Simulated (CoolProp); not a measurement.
Vapour-liquid equilibrium of C2F6 (R116) (1) + R143a (2) at 255.3 K; x and y are mole fractions of (1).

Computed with CoolProp (multi-fluid Helmholtz-energy mixture model, Lemmon 2006 and Lemmon and Jacobsen 2000; pair parameters Bell 2016).

```json
[
 {"x": "0.05", "bubble pressure (MPa)": "0.4396", "y at the bubble point": "0.238", "dew pressure at overall composition x (MPa)": "0.3581", "liquid density (mol/L)": "12.64"},
 {"x": "0.15", "bubble pressure (MPa)": "0.6036", "y at the bubble point": "0.471", "dew pressure at overall composition x (MPa)": "0.3975", "liquid density (mol/L)": "12.18"},
 {"x": "0.25", "bubble pressure (MPa)": "0.7286", "y at the bubble point": "0.586", "dew pressure at overall composition x (MPa)": "0.4460", "liquid density (mol/L)": "11.74"},
 {"x": "0.35", "bubble pressure (MPa)": "0.8233", "y at the bubble point": "0.656", "dew pressure at overall composition x (MPa)": "0.5066", "liquid density (mol/L)": "11.31"},
 {"x": "0.45", "bubble pressure (MPa)": "0.8965", "y at the bubble point": "0.707", "dew pressure at overall composition x (MPa)": "0.5842", "liquid density (mol/L)": "10.90"},
 {"x": "0.55", "bubble pressure (MPa)": "0.9555", "y at the bubble point": "0.749", "dew pressure at overall composition x (MPa)": "0.6851", "liquid density (mol/L)": "10.52"},
 {"x": "0.65", "bubble pressure (MPa)": "1.006", "y at the bubble point": "0.789", "dew pressure at overall composition x (MPa)": "0.8141", "liquid density (mol/L)": "10.16"},
 {"x": "0.75", "bubble pressure (MPa)": "1.049", "y at the bubble point": "0.833", "dew pressure at overall composition x (MPa)": "0.9570", "liquid density (mol/L)": "9.846"},
 {"x": "0.85", "bubble pressure (MPa)": "1.086", "y at the bubble point": "0.886", "dew pressure at overall composition x (MPa)": "1.063", "liquid density (mol/L)": "9.579"},
 {"x": "0.95", "bubble pressure (MPa)": "1.112", "y at the bubble point": "0.956", "dew pressure at overall composition x (MPa)": "1.110", "liquid density (mol/L)": "9.366"}
]
```

No azeotrope shows between x = 0.05 and 0.95.

The pair parameters rest on a limited set of measurements; away from them the model extrapolates.
